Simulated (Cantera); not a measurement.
Mixture: CH4 : CO : O2 : N2 = 1 : 0.032 : 2.96 : 11.1 (molar parts), equivalence ratio 0.68, at 3900 Torr, adiabatic and at constant volume. Ignition delay is the time to a rise of 400 K.

Computed with Cantera and GRI-Mech 3.0 (53 species, 325 reactions).

Q: What does this change do: pressure from 3900 Torr to 21800 Torr?

A: 
| quantity | before | after |
|---|---|---|
| delay at 1275 K | 3.03 ms | 0.530 ms |
| delay at 1375 K | 0.956 ms | 0.186 ms |
| delay at 1475 K | 0.337 ms | 72.9 µs |
| delay at 1575 K | 0.133 ms | 31.3 µs |
| delay at 1675 K | 58.5 µs | 14.4 µs |
| apparent activation energy between 1575 and 1675 K | 180 kJ/mol | 170 kJ/mol |
The pressure lies above the range GRI-Mech 3.0 was tuned for (to about 10 atm).

Q: What does this change do: 0.016 parts H2 added?

A: 
```
quantity                                                before       after
--------------------------------------------------  ----------  ----------
delay at 1275 K                                        3.03 ms     2.61 ms
delay at 1375 K                                       0.956 ms    0.858 ms
delay at 1475 K                                       0.337 ms    0.311 ms
delay at 1575 K                                       0.133 ms    0.125 ms
delay at 1675 K                                        58.5 µs     55.8 µs
apparent activation energy between 1575 and 1675 K  180 kJ/mol  180 kJ/mol
```
